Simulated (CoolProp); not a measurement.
Saturated liquid density (kg/m³) of methanol: the reference equation beside estimates from Tc = 513.4 K, pc = 8.216 MPa, ω = 0.565.

Computed with CoolProp (reference Helmholtz-energy equation of state, de Reuck 1993).

| T (K) | reference | van der Waals | Soave-Redlich-Kwong |
|---|---|---|---|
| 259.3 | 822.7 | 403.2 | 630.4 |
| 282.9 | 800.5 | 392.4 | 616.2 |
| 306.4 | 778.5 | 381.0 | 600.2 |
| 330 | 755.9 | 368.7 | 582.1 |
| 353.6 | 732.1 | 355.4 | 561.3 |
| 377.1 | 706.5 | 341.1 | 537.6 |
| 400.7 | 677.7 | 325.2 | 509.7 |
| 424.2 | 644.6 | 307.4 | 476.9 |
| 447.8 | 604.7 | 286.9 | 437.1 |
| 471.4 | 553.7 | 262.0 | 386.6 |

Absolute difference from the reference over all 10 rows, mean and median: van der Waals 51.7 and 51.6 %, Soave-Redlich-Kwong 24.8 and 23.6 %.
